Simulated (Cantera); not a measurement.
# Reactions in the system Cu-F-N

Standard-state values (1 bar) from the NASA 1993 polynomials, evaluated with Cantera. Values are per mole of reaction as written; species without (g) are pure solids or liquids, kept so even where they would boil at 1 bar.

2 NF3(g) + 3 Cu ⇌ N2(g) + 3 CuF2(g)

| T (K) | ΔH° (kJ) | ΔS° (J/K) | ΔG° (kJ) | log10 K | condensed phases |
|---|---|---|---|---|---|
| 1023 | -559.5 | 338.7 | -906.0 | 46.26 | Cu(s) |
| 1173 | -566.5 | 332.3 | -956.3 | 42.58 | Cu(s) |
| 1323 | -574.5 | 325.9 | -1005.7 | 39.70 | Cu(s) |
| 1473 | -622.6 | 290.7 | -1050.7 | 37.26 | Cu(l) |
| 1623 | -631.3 | 285.0 | -1093.9 | 35.21 | Cu(l) |
| 1773 | -640.1 | 279.9 | -1136.3 | 33.48 | Cu(l) |
| 1923 | -648.8 | 275.2 | -1177.9 | 31.99 | Cu(l) |

Cu + F2(g) ⇌ CuF2

| T (K) | ΔH° (kJ) | ΔS° (J/K) | ΔG° (kJ) | log10 K | condensed phases |
|---|---|---|---|---|---|
| 1023 | -524.5 | -135.8 | -385.5 | 19.68 | Cu(s), CuF2(s) |
| 1173 | -465.0 | -82.2 | -368.6 | 16.41 | Cu(s), CuF2(l) |
| 1323 | -460.3 | -78.4 | -356.5 | 14.08 | Cu(s), CuF2(l) |
| 1473 | -469.0 | -84.9 | -343.9 | 12.20 | Cu(l), CuF2(l) |
| 1623 | -464.6 | -82.1 | -331.4 | 10.67 | Cu(l), CuF2(l) |
| 1773 | -460.3 | -79.5 | -319.3 | 9.41 | Cu(l), CuF2(l) |
| 1923 | -456.0 | -77.2 | -307.5 | 8.35 | Cu(l), CuF2(l) |
